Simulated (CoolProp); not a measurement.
Values from CoolProp's reference Helmholtz-energy equation of state, Span 2000.

Question: For nitrogen, give the phase and the expansivity (1/kK), conductivity (mW/(m K)) at -166.35 °C and 1.41 MPa.

Answer: 
- -166.35 °C and 1.41 MPa: liquid; expansivity 11.8, conductivity 87.3

Thermal conductivity comes from a separate model (Lemmon 2004).
